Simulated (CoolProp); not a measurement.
The fluid at 293.15 K and 0.437 MPa is throttled through a valve to 0.248 MPa with no heat exchange. The same conditions are run with several fluids, on thermodynamics alone (safety and materials aside).

Computed with CoolProp (reference Helmholtz-energy equation of state of each fluid (C3F8 (R218): Lemmon 2006; ethane: Bücker 2006; CF4 (R14): Platzer 1990; C2F6 (R116): Lemmon 2006; R507A: Lemmon 2003)). The equations of Platzer and Polt are older, rougher fits. Blends and air are pseudo-pure fits.

```
fluid        temperature change (K)  final density (kg/m³)
-----------  ----------------------  ---------------------
C3F8 (R218)                    -2.9                   20.6
ethane                         -2.2                   3.15
CF4 (R14)                      -1.1                   9.08
C2F6 (R116)                    -1.7                   14.5
R507A                          -3.6                   10.7
```
